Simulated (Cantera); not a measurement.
A freely propagating, adiabatic, planar premixed flame of 49.4 % H2, 11.8 % O2, 38.8 % N2, equivalence ratio 2.1, unburnt at 525 K and 100000 Pa; mixture-averaged transport, grid criteria slope 0.08 and curve 0.16, no radiation.

Computed with Cantera and the H2/O2 subset of GRI-Mech 3.0, which has no nitrogen chemistry. Burning velocities carry a grid error of a few per cent, more on coarse grids.

x: mole fraction of selected species; z is measured from the peak of heat release.

```csv
z (mm),T (K),u (m/s),x H2,x O2,x HO2,x H2O,x OH,x H2O2
-1.27,525,7.77,0.494,0.118,<1e-8,<1e-8,<1e-8,<1e-8
-0.850,525,7.77,0.494,0.118,<1e-8,<1e-8,<1e-8,<1e-8
-0.637,525,7.77,0.494,0.118,<1e-8,<1e-8,<1e-8,<1e-8
-0.425,525,7.77,0.494,0.118,3.11e-7,9.01e-8,<1e-8,<1e-8
-0.212,548,8.07,0.491,0.118,0.000264,0.000839,___,4.98e-6
-0.106,791,11.4,0.457,0.111,0.000183,0.0213,___,1.53e-5
0,1213,16.9,0.354,0.0732,7.22e-5,0.105,___,2.08e-6
0.106,1496,20.7,0.260,0.0192,1.83e-5,0.208,0.00400,9.83e-7
0.212,1617,22.3,0.238,0.00357,3.26e-6,0.240,___,5.86e-7
0.425,1731,23.7,0.242,0.000689,6.31e-7,0.248,0.00476,3.82e-7
0.850,1850,25.1,0.252,0.000434,3.96e-7,0.251,0.00490,2.26e-7
1.70,1969,26.4,0.262,0.000272,2.55e-7,0.254,0.00456,1.21e-7
3.40,2072,27.6,0.271,0.000145,1.49e-7,0.257,___,6.16e-8
```

Problem. Complete the blanks.

Solution. 
- -0.212, x OH: 7.03e-5
- -0.106, x OH: 0.000691
- 0, x OH: 0.00214
- 0.212, x OH: 0.00434
- 3.40, x OH: 0.00379
